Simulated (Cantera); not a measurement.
Mixture: CH₄ : O₂ : N₂ = 1 : 3.92 : 14.7 (molar parts), equivalence ratio 0.51, at 0.300 bar, adiabatic and at constant volume. Ignition delay is the time to a rise of 400 K.

Model: GRI-Mech 3.0 (53 species, 325 reactions), integrated in Cantera.

Question: What does this change do: 0.22 parts H2 added?

Answer: 
```json
[
 {"quantity": "delay at 1125 K", "before": "0.264 s", "after": "29.0 ms"},
 {"quantity": "delay at 1275 K", "before": "27.7 ms", "after": "5.97 ms"},
 {"quantity": "delay at 1425 K", "before": "4.86 ms", "after": "1.78 ms"},
 {"quantity": "delay at 1575 K", "before": "1.36 ms", "after": "0.699 ms"},
 {"quantity": "apparent activation energy between 1500 and 1650 K", "before": "150 kJ/mol", "after": "120 kJ/mol"}
]
```
